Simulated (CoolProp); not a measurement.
Model: reference Helmholtz-energy equation of state, Smukala 2000, in CoolProp.

Q: For ethylene, give the phase and the density (kg/m³), cp (kJ/(kg K)), isothermal compressibility (1/MPa) at 317.5 K and 6.72 MPa; 317.5 K and 20.2 MPa; 317.5 K and 47.1 MPa.

A: 
- 317.5 K and 6.72 MPa: supercritical; density 118, cp 3.58, isothermal compressibility 0.271
- 317.5 K and 20.2 MPa: supercritical; density 368, cp 2.98, isothermal compressibility 0.0150
- 317.5 K and 47.1 MPa: supercritical; density 448, cp 2.46, isothermal compressibility 0.00414
